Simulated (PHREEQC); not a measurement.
A solution holds 0.01 mol/kgw HF, 0.0025 mol/kgw (CH3)4NF, 0.015 mol/kgw H2SiF6 and 0.028 mol/kgw HCl, at 66 °C. Closed to the air; pH follows from the charge balance.

Computed with PHREEQC (ion-association model, phreeqc.dat).

```
Property                  Result
----------------  --------------
pH                          1.36
ionic strength    0.0682 mol/kgw
density              0.982 g/cm³
total alkalinity     -128 meq/kg
```

```
species   molality  activity   log γ
--------  --------  --------  ------
H+          0.0523    0.0435  -0.081
Cl-         0.0280    0.0218  -0.108
HF          0.0224    0.0228   0.007
SiF6-2      0.0133   0.00528  -0.402
(CH3)4N+   0.00250   0.00195  -0.107
H4SiO4     0.00169   0.00172   0.007
F-        0.000204  0.000158  -0.111
HF2-       2.00e-5   1.58e-5  -0.103
```

Precipitation was switched off in this run. Examples of supersaturated solids here: Quartz (slow to form), Chalcedony (slow to form). Others may be too. (CH3)4N+ isn't in the database: it is added as a free cation with an ion size of 4 Å. Constants without temperature data keep their 25 °C values here. SiF6-2 is the database's only silicon fluoride.
